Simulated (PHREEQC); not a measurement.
Consider water at 20 °C with 0.21 mol/kgw HCl, 0.0086 mol/kgw AlCl3 and 0.063 mol/kgw KCl. It is in equilibrium with CO2 at log p = -2 (atm). Otherwise closed; pH follows from the charge balance.

Equilibrium calculation in PHREEQC: ion-association model, wateq4f.dat.

```
quantity                   before    after
------------------------  -------  -------
pH                           0.79     2.70
AlOH+2 (mol/kgw)          1.50e-7  2.36e-7
HCO3- (mol/kgw)           1.37e-9  8.71e-8
SI of Gibbsite (Al(OH)3)    -9.09    -4.58
SI of Boehmite (AlOOH)      -9.62    -5.12
```

Task: What was changed between the two runs?
A) KCl left out
B) temperature from 20 to 30 °C
C) AlCl3 from 0.0086 to 0.00172 mol/kgw
D) diluted 100-fold with water
E) HCl from 0.21 to 0.42 mol/kgw

Result: D, diluted 100-fold with water

This is a speciation only: nothing precipitates in the calculation.
